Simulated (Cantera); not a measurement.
A perfectly stirred reactor is fed with 26.3 % CH₄, 73.7 % H₂O, at 500000 Pa; it is held at 1325 K, and followed from long to short residence time.

Computed with Cantera and GRI-Mech 3.0 (53 species, 325 reactions).

x: mole fraction; the columns are a selection and need not sum to one.

| τ (s) | x CH₄ | x H₂O | x CH₃ | x CH₂O | x CH₂CO | x C₂H₂ |
|---|---|---|---|---|---|---|
| 29 | 0.181 | 0.656 | 6.86e-6 | 6.36e-7 | 5.69e-6 | 0.0100 |
| 13 | 0.185 | 0.677 | 6.91e-6 | 8.24e-7 | 7.79e-6 | 0.0126 |
| 5.4 | 0.201 | 0.698 | 6.77e-6 | 1.04e-6 | 8.43e-6 | 0.0128 |
| 2.4 | 0.224 | 0.715 | 7.01e-6 | 1.21e-6 | 6.80e-6 | 0.00966 |
| 1.0 | 0.243 | 0.726 | 7.71e-6 | 1.27e-6 | [?] | [?] |
| 0.45 | 0.253 | 0.732 | 8.21e-6 | 1.21e-6 | 1.76e-6 | 0.00218 |
| 0.19 | 0.259 | 0.735 | 8.32e-6 | [?] | [?] | [?] |
| 0.084 | 0.261 | 0.736 | 7.98e-6 | 7.81e-7 | 6.34e-8 | 0.000119 |
| 0.037 | 0.262 | 0.737 | 7.25e-6 | 4.42e-7 | 5.73e-9 | 1.62e-5 |
| 0.016 | 0.263 | 0.737 | 6.37e-6 | 1.75e-7 | 3.19e-10 | 1.57e-6 |
| 0.0069 | 0.263 | 0.737 | 5.65e-6 | 5.52e-8 | 1.39e-11 | 1.37e-7 |

Question: Complete the blanks.

Answer: 
- 1.0, x CH₂CO: 4.03e-6
- 1.0, x C₂H₂: 0.00518
- 0.19, x CH₂O: 1.05e-6
- 0.19, x CH₂CO: 4.27e-7
- 0.19, x C₂H₂: 0.000595
